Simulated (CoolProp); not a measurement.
R236EA along the isobar 5.67 MPa: Z from the reference equation and from simpler models built on Tc = 139.3 °C, pc = 3.414 MPa, ω = 0.368; each cubic takes its own stable root.

Model: reference Helmholtz-energy equation of state, Rui 2013, in CoolProp.

```csv
T (°C),phase,reference
50.75,liquid,0.2340
60.55,liquid,0.2326
70.35,liquid,0.2318
80.15,liquid,0.2317
89.95,liquid,0.2324
99.75,liquid,0.2340
109.45,liquid,0.2368
119.25,liquid,0.2414
129.05,liquid,0.2483
138.85,liquid,0.2592
```

Question: How far does each simpler model (van der Waals, Redlich-Kwong, Soave-Redlich-Kwong, Peng-Robinson) lie from the reference over these 10 states: mean and median of the absolute difference, and the worst?

Answer: 
- van der Waals: mean 54.3 %, median 55.6 %, worst +59.8 % at 50.75 °C and 5.67 MPa
- Redlich-Kwong: mean 16.9 %, median 17.0 %, worst +18.6 % at 129.05 °C and 5.67 MPa
- Soave-Redlich-Kwong: mean 12.6 %, median 11.8 %, worst +18.2 % at 138.85 °C and 5.67 MPa
- Peng-Robinson: mean 2.6 %, median 2.4 %, worst +6.4 % at 138.85 °C and 5.67 MPa
